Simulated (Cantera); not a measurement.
Charge: 1 mol B, 34 mol N₂, equilibrated at 1127 °C and 0.0100 bar.

Cantera equilibrium calculation (NASA polynomials, part measured and part estimated; ideal gas, pure solids and liquids). Candidate condensed phases: B, BN; 5 gas species. N₂ is the only nitrogen source here; it is nearly inert below about 1500 K, so the nitride shown seldom forms there in practice. Kinetics and transport are ignored.

Question: What is the equilibrium state?

Answer: 
```json
{
 "x(N₂)": "1.00",
 "n(BN(s))": "1.00 mol",
 "gas_amount": "33.50 mol",
 "log10 activity of B(s) (absent)": "-3.75"
}
```
